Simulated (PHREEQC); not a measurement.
Dissolve 0.024 mol/kgw HCl, 0.072 mol/kgw ZnSO4 and 0.00012 mol/kgw MnSO4 at 85 °C. It is in equilibrium with CO2 at log p = 0 (atm). Otherwise closed; pH follows from the charge balance.

Computed with PHREEQC (ion-association model, phreeqc.dat).

### Question
The ionic strength comes out as 0.156 mol/kgw. What activity coefficients do H+, Zn(SO4)2-2, ZnCl3-, HSO4-, ZnCl+ get?

### Answer
H+ 0.79, Zn(SO4)2-2 0.28, ZnCl3- 0.71, HSO4- 0.73, ZnCl+ 0.71.

This is a speciation only: nothing precipitates in the calculation. Complexes and solids missing from the database can't appear. Away from 25 °C the constants follow the database's enthalpies or fits; those with neither stay at their 25 °C values.
